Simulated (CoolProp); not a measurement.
Computed with CoolProp (reference Helmholtz-energy equation of state, Polt 1992). This equation is an older, rougher fit.

Q: For propyne, give the phase and the density (kg/m³), cp (kJ/(kg K)), cv (kJ/(kg K)), speed of sound (m/s) at 200.85 °C and 1.54 MPa; 200.85 °C and 2.06 MPa.

A: 
- 200.85 °C and 1.54 MPa: gas; density 16.6, cp 2.09, cv 1.82, speed of sound 316
- 200.85 °C and 2.06 MPa: gas; density 22.7, cp 2.13, cv 1.84, speed of sound 311
